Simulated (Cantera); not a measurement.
An adiabatic, constant-pressure homogeneous reactor starts with CH4 : O2 : N2 = 1 : 1.18 : 4.42 (molar parts), at 1673 K and 10.0 bar. Integrator tolerance rtol = 1e-08.

Detailed kinetics in Cantera: GRI-Mech 3.0 (53 species, 325 reactions).

Question: What does this change do: initial temperature 1673 to 1123 K?

Answer: 
```tsv
quantity	before	after
time of steepest temperature rise	50.4 µs	16.8 ms
temperature at 4.00 s	2844 K	2411 K
equilibrium temperature	2844 K	2411 K
x(CH4) at 4.00 s	8.24e-11 (gas-phase equilibrium 9.32e-11)	4.47e-10 (gas-phase equilibrium 5.03e-10)
x(O2) at 4.00 s	0.000139 (gas-phase equilibrium 0.000139)	2.91e-6 (gas-phase equilibrium 2.91e-6)
x(O) at 4.00 s	0.000241 (gas-phase equilibrium 0.000241)	5.00e-6 (gas-phase equilibrium 5.00e-6)
x(CH3) at 4.00 s	1.26e-10 (gas-phase equilibrium 1.42e-10)	1.31e-10 (gas-phase equilibrium 1.47e-10)
x(C2H) at 4.00 s	<1e-12 (gas-phase equilibrium <1e-12)	<1e-12 (gas-phase equilibrium <1e-12)
```
